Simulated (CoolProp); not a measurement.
Properties of normal hydrogen along the isobar 1040 kPa.

Values from CoolProp's reference Helmholtz-energy equation of state, Leachman 2009.

```csv
T (°C),phase,Z,cv (kJ/(kg K)),expansivity (1/kK),viscosity (µPa s)
-251.55,liquid,0.1651,5.751,16.33,13.1
-228.85,gas,0.8752,6.427,33.00,2.33
-206.05,gas,0.9704,6.419,16.72,3.14
-183.35,gas,0.9937,6.836,11.70,3.87
-160.65,gas,1.002,7.468,9.107,4.54
-137.85,gas,1.005,8.113,7.480,5.16
-115.15,gas,1.007,8.670,6.364,5.75
-92.45,gas,1.007,9.118,5.544,6.31
-69.65,gas,1.007,9.468,4.912,6.85
-46.95,gas,1.007,9.731,4.413,7.36
-24.25,gas,1.007,9.928,4.007,7.86
-1.45,gas,1.006,10.07,3.668,8.35
21.25,gas,1.006,10.17,3.384,8.83
43.95,gas,1.006,10.25,3.142,9.29
```

Viscosity comes from a separate model (Muzny 2013).
